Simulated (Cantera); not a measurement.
Input: 1 mol Si, 0.21 mol CO2, 1 mol H2, equilibrated at 1725 K and 2.40 Torr.

Equilibrium computed with Cantera from the NASA thermochemical tables; the gas is ideal and each condensed phase is pure. Candidate condensed phases: C, C6H6, C7H8, C8H18, H2O, Si, SiC, SiO2; 123 gas species. Mutual solubility and eutectic melting of coexisting phases are not modelled. Gases not in the tables: Si2H6 and higher silanes. The numbers say what is thermodynamically allowed, not how fast it happens.

Base state: H2 0.702, SiO 0.278, CO 0.0177, H 0.00275, Si 0.000317, SiH 2.15e-5, SiH2 1.21e-5 (mole fractions); condensed: Si(l) + SiC(s).

### Question
What changes in the equilibrium state with this change: temperature from 1725 K to 1473 K?

### Answer
```json
[
 {"species": "H2", "before": "0.702", "after": "0.899"},
 {"species": "SiO", "before": "0.278", "after": "0.0981"},
 {"species": "CO", "before": "0.0177", "after": "0.00241"},
 {"species": "Si", "before": "0.000317", "after": "1.71e-6"},
 {"species": "SiH", "before": "2.15e-5", "after": "3.30e-7"},
 {"species": "Si(l), mol", "before": "0.420", "after": "0"},
 {"species": "SiC(s), mol", "before": "0.185", "after": "0.207"},
 {"species": "Si(s), mol", "before": "0", "after": "0.529"},
 {"species": "SiO2(β-quartz), mol", "before": "0", "after": "0.154"}
]
```
The tables hold silica as quartz up to 1696 K and as liquid above; real silica turns to tridymite and cristobalite and melts near 1996 K.

### Question
What changes in the equilibrium state with this change: pressure from 2.40 Torr to 10.0 Torr?

### Answer
```csv
species,before,after
H2,0.702,0.703
SiO,0.278,0.278
CO,0.0177,0.0178
H,0.00275,0.00135
Si,0.000317,7.61e-5
SiH,2.15e-5,1.05e-5
"Si(l), mol",0.420,0.420
"SiC(s), mol",0.185,0.185
```
